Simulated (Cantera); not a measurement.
Charge: 1 mol C2H4, 0.015 mol O2, 0.14 mol H2O, held at 0.100 bar.

These are equilibrium values from Cantera (NASA tables, ideal gas, pure condensed phases), not measurements of a reactor. Candidate condensed phases: C, C6H6, C7H8, C8H18, H2O; 110 gas species. Kinetics and transport are ignored.

x: gas mole fraction; n: condensed amount in mol.

| T (K) | x H2 | x H | x CO | x C2H2 (acetylene) | x CH4 | x H2O | n C(graphite) |
|---|---|---|---|---|---|---|---|
| 975 | 0.915 | 3.46e-9 | 0.0699 | 5.22e-10 | 0.0105 | 0.00384 | 1.82 |
| 1125 | 0.924 | 1.35e-7 | 0.0733 | 2.12e-8 | 0.00246 | 0.000435 | 1.83 |
| 1275 | 0.926 | 2.24e-6 | 0.0736 | 3.56e-7 | 0.000794 | 7.94e-5 | 1.83 |
| 1425 | 0.926 | 2.08e-5 | 0.0736 | 3.26e-6 | 0.000323 | 2.07e-5 | 1.83 |
| 1575 | 0.926 | 0.000126 | 0.0736 | 1.95e-5 | 0.000156 | 6.99e-6 | 1.83 |
| 1725 | 0.926 | [?] | 0.0736 | [?] | [?] | [?] | 1.83 |
| 1875 | 0.924 | 0.00199 | 0.0735 | 0.000293 | 5.17e-5 | 1.36e-6 | 1.83 |
| 2025 | 0.920 | 0.00584 | 0.0734 | 0.000832 | 3.36e-5 | 7.17e-7 | 1.83 |
| 2175 | 0.910 | 0.0147 | 0.0731 | 0.00203 | 2.30e-5 | 4.12e-7 | 1.82 |
| 2325 | 0.890 | [?] | 0.0724 | [?] | [?] | [?] | 1.81 |
| 2475 | 0.855 | 0.0658 | 0.0712 | 0.00831 | 1.14e-5 | 1.57e-7 | 1.79 |
| 2625 | 0.796 | 0.120 | 0.0692 | 0.0142 | 7.86e-6 | 9.98e-8 | 1.76 |
| 2775 | 0.711 | 0.200 | 0.0662 | 0.0218 | 5.11e-6 | 6.22e-8 | 1.71 |
| 2925 | 0.598 | 0.305 | 0.0622 | 0.0298 | 3.03e-6 | 3.72e-8 | 1.63 |

Q: What belongs in the gaps?

A: 
- 2325, x H: 0.0328
- 2325, x C2H2 (acetylene): 0.00435
- 2325, x CH4: 1.62e-5
- 2325, x H2O: 2.50e-7
- 1725, x H: 0.000565
- 1725, x C2H2 (acetylene): 8.53e-5
- 1725, x CH4: 8.56e-5
- 1725, x H2O: 2.86e-6
